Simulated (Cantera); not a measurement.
Charge: 1 mol CuO, 0.33 mol C, 0.28 mol CO, at 2202 °C and 10.0 mbar.

These are equilibrium values from Cantera (NASA tables, ideal gas, pure condensed phases), not measurements of a reactor. Rates play no part.

```json
[
 {"species": "CO2", "before": "0.158", "after": "0.917"},
 {"species": "O2", "before": "0.0847", "after": "0.0478"},
 {"species": "Cu", "before": "0.544", "after": "0.0299"},
 {"species": "CO", "before": "0.175", "after": "0.00507"},
 {"species": "O", "before": "0.0372", "after": "0.000163"},
 {"species": "CuO", "before": "0.00116", "after": "9.18e-5"},
 {"species": "Cu2", "before": "0.000293", "after": "4.58e-5"},
 {"species": "Cu(l), mol", "before": "0", "after": "0.980"}
]
```
Gas species are given as mole fractions.

Problem. Which change was made?
A) temperature from 2202 °C to 1477 °C
B) C from 0.33 to 1.4 mol
C) CO from 0.28 to 2.6 mol
D) temperature from 2202 °C to 1152 °C

Solution. A, temperature from 2202 °C to 1477 °C
